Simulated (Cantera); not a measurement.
An adiabatic, constant-pressure homogeneous reactor starts with CO : H2 : O2 : N2 = 1 : 0.49 : 0.677 : 2.55 (molar parts), at 1298 K and 760 Torr. Integrator tolerance rtol = 1e-08.

Model: GRI-Mech 3.0 (53 species, 325 reactions), integrated in Cantera.

```csv
quantity,before,after
time of steepest temperature rise,38.0 µs,33.3 µs
temperature at 9.00 s,2730 K,2766 K
equilibrium temperature,2730 K,2766 K
x(CO) at 9.00 s,0.0964 (gas-phase equilibrium 0.0964),0.133 (gas-phase equilibrium 0.133)
x(H2) at 9.00 s,0.00965 (gas-phase equilibrium 0.00965),0.0433 (gas-phase equilibrium 0.0433)
x(O2) at 9.00 s,0.0261 (gas-phase equilibrium 0.0261),0.00566 (gas-phase equilibrium 0.00566)
x(NO) at 9.00 s,0.0102 (gas-phase equilibrium 0.0102),0.00474 (gas-phase equilibrium 0.00474)
x(HO2) at 9.00 s,5.05e-6 (gas-phase equilibrium 5.05e-6),2.33e-6 (gas-phase equilibrium 2.33e-6)
```

### Question
What was changed between the two runs?
A) H2 0.49 to 1.1 parts
B) initial temperature 1298 to 1225 K
C) pressure from 760 Torr to 16500 Torr
D) pressure from 760 Torr to 5700 Torr

### Answer
A, H2 0.49 to 1.1 parts
